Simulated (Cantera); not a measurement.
Charge: 1 mol trisilylamine, 0.21 mol NH3, 76 mol H2, equilibrated at 1.00 bar.

Method: chemical equilibrium by Gibbs-energy minimisation in Cantera with the NASA 1993 tables (ideal gas, pure condensed phases). Candidate condensed phases: Si, Si3N4; 18 gas species. The feed counts by its element totals alone. Mutual solubility and eutectic melting of coexisting phases are not modelled. Gases not in the tables: Si2H6 and higher silanes. The numbers say what is thermodynamically allowed, not how fast it happens.

### Question
Which condensed phases are stable at each of these points (T (K)): 1398, 1448, 1498, 1548, 1598, 1648, 1698, 1748, 1798?

### Answer
```
T (K)  condensed phases  Si condensed (%)
-----  ----------------  ----------------
1398   Si(s) + Si3N4(s)             100.0
1448   Si(s) + Si3N4(s)             100.0
1498   Si(s) + Si3N4(s)             100.0
1548   Si(s) + Si3N4(s)             100.0
1598   Si(s) + Si3N4(s)             100.0
1648   Si(s) + Si3N4(s)             100.0
1698   Si(l) + Si3N4(s)             100.0
1748   Si(l) + Si3N4(s)              99.9
1798              Si(l)              99.9
```

From 1398 K to 1648 K the condensed part is Si(s) + Si3N4(s). From 1698 K to 1748 K the condensed part is Si(l) + Si3N4(s). At 1798 K the condensed part is Si(l).
